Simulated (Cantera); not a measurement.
Input: 1 mol CaO, 3.2 mol HBr, a varied amount of N2, at 1500 K and 750 Torr.

Cantera equilibrium calculation (NASA polynomials, part measured and part estimated; ideal gas, pure solids and liquids). Candidate condensed phases: Br2, Ca, CaBr2, CaO, Ca(OH)2, H2O; 34 gas species. Equilibrium is a limit: real reactors are often held back by kinetics, nucleation or transport.

### Question
What share of the Ca ends up in condensed phases as a function of n(N2) (mol), at 9.2, 15, 21, 26, 32, 38, 44, 50, 55, 61?

### Answer
```tsv
n(N2) (mol)	Ca condensed (%)	as
9.2	90.8	CaBr2(l)
15	86.1	CaBr2(l)
21	81.3	CaBr2(l)
26	77.3	CaBr2(l)
32	72.5	CaBr2(l)
38	67.6	CaBr2(l)
44	62.8	CaBr2(l)
50	58.0	CaBr2(l)
55	53.9	CaBr2(l)
61	49.1	CaBr2(l)
```
